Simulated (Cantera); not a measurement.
Charge: 1 mol Al, 0.98 mol Cl2, 12 mol N2, at 973 K and 0.140 bar.

Equilibrium computed with Cantera from the NASA thermochemical tables; the gas is ideal and each condensed phase is pure. Candidate condensed phases: Al, AlCl3, AlN; 11 gas species. Equilibrium is a limit: real reactors are often held back by kinetics, nucleation or transport.

Base state: N2 0.948, AlCl3 0.0522, Al2Cl6 5.58e-5 (mole fractions); condensed: AlN(s).

What changes in the equilibrium state with this change: temperature from 973 K to 525 K?


```
species       before    after
-----------  -------  -------
N2             0.948    0.972
Al2Cl6       5.58e-5   0.0258
AlCl3         0.0522  0.00201
AlN(s), mol    0.347    0.347
```
